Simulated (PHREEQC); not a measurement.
1 kg of water holding 0.022 mol/kgw NaHCO3 and 0.02 mol/kgw Na2CO3 meets 20 L of dry gas (CO2 0.61, CH4 0.39 by moles) at fixed total pressure, at 25 °C; fugacities by Peng-Robinson. The gases take part in no redox reaction, some water evaporates into the gas, and hydrates or a liquid gas phase aren't modelled. Precipitation was switched off in this run.

The numbers come from PHREEQC with the ion-association model, phreeqc.dat.

Q: Predict dissolved CO2 (all carbonate carbon) (mol/kgw), dissolved CH4 (mol/kgw) at P (atm) = 2, 10, 15, 20.

A: 
| P (atm) | dissolved CO2 (all carbonate carbon) (mol/kgw) | dissolved CH4 (mol/kgw) |
|---|---|---|
| 2 | 0.101 | 0.00123 |
| 10 | 0.251 | 0.00600 |
| 15 | 0.337 | 0.00885 |
| 20 | 0.418 | 0.0116 |

Species that the database lacks are ignored.
